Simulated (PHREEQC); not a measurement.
A solution holds 19 mmol/kgw NaOH, 0.03 mmol/kgw Na2SiO3 and 0.39 mmol/kgw (CH3)4NCl, at 20 °C. Closed to the air; pH follows from the charge balance.

All values are PHREEQC results (ion-association model, phreeqc.dat), not measurements.

Each row changes one thing in this solution. This is a speciation only: nothing precipitates in the calculation.

```
case                                             pH  SI of Halite (NaCl)
--------------------------------------------  -----  -------------------
as made                                       12.38                -6.81
Na2SiO3 left out                              12.38                -6.81
diluted 5-fold with water                     11.72                -8.15
diluted 10-fold with water                    11.42                -8.74
NaOH left out                                  9.82                -9.22
Na2SiO3 from 3e-05 to 1.5e-05 mol/kgw         12.38                -6.81
Na2SiO3 replaced by NaF at the same molality  12.38                -6.81
(CH3)4NCl from 0.00039 to 0.00195 mol/kgw     12.38                -6.12
```

(CH3)4N+ isn't in the database: it is added as a free cation with an ion size of 4 Å.
